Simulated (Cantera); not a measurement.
A Cantera script and its output.

```python
import numpy as np
import cantera as ct

gas = ct.Solution("gri30.yaml")
gas.TPX = 1398, 25000, {'CH4': 1, 'CO2': 3.1, 'H2': 0.22}
reactor = ct.IdealGasConstPressureReactor(gas, energy="off", clone=False)
net = ct.ReactorNet([reactor])
net.rtol, net.atol = 1e-08, 1e-18
show = ['CH4', 'CO2', 'H2', 'CO', 'CH2CO']
times = np.geomspace(1e-06, 7, 9)

steps = ct.SolutionArray(gas, extra=["t"])
rows = []
print(f"{'t/s':>10s}{'T/K':>9s}{'P/Pa':>11s}" + "".join(f"{s:>11s}" for s in show))
for t in times:
    while net.time < t:
        t_next = net.step()
        steps.append(gas.state, t=t_next)
    rows.append([np.interp(t, steps.t, y) for y in (steps.T, steps.P, *steps(*show).X.T)])
    print(f"{t:10.3e}{rows[-1][0]:9.1f}{rows[-1][1]:11.4g}" + "".join(f"{x:11.3e}" for x in rows[-1][2:]))
rate = np.gradient(steps.T, steps.t)
print("integrator steps:", len(steps.t))
if steps.T.max() > steps.T[0] + 200:
    print(f"time of steepest temperature rise: {steps.t[rate.argmax()]:.4e} s")
gas.TPX = 1398, 25000, {'CH4': 1, 'CO2': 3.1, 'H2': 0.22}
gas.equilibrate("TP")
print(f"equilibrium (TP): T = {gas.T:.1f} K  " + "  ".join(f"{s} {gas[s].X[0]:.3e}" for s in show))
```

It prints:

```
       t/s      T/K       P/Pa        CH4        CO2         H2         CO      CH2CO
 1.000e-06   1398.0    2.5e+04  2.315e-01  7.176e-01  5.093e-02  3.254e-11  1.383e-25
 7.172e-06   1398.0    2.5e+04  2.315e-01  7.176e-01  5.093e-02  6.259e-10  2.107e-22
 5.144e-05   1398.0    2.5e+04  2.315e-01  7.176e-01  5.093e-02  7.233e-09  1.301e-19
 3.689e-04   1398.0    2.5e+04  2.315e-01  7.176e-01  5.093e-02  1.579e-07  1.247e-16
 2.646e-03   1398.0    2.5e+04  2.315e-01  7.176e-01  5.093e-02  6.136e-06  2.188e-13
 1.898e-02   1398.0    2.5e+04  2.313e-01  7.174e-01  5.089e-02  1.341e-04  1.048e-10
 1.361e-01   1398.0    2.5e+04  2.299e-01  7.154e-01  5.052e-02  1.729e-03  1.318e-08
 9.760e-01   1398.0    2.5e+04  2.180e-01  6.960e-01  5.103e-02  1.482e-02  4.801e-07
 7.000e+00   1398.0    2.5e+04  1.501e-01  5.729e-01  5.024e-02  9.871e-02  9.268e-06
integrator steps: 668
equilibrium (TP): T = 1398.0 K  CH4 2.253e-08  CO2 1.758e-01  H2 1.948e-01  CO 4.730e-01  CH2CO 4.276e-13
```

Model: GRI-Mech 3.0 (53 species, 325 reactions), integrated in Cantera.
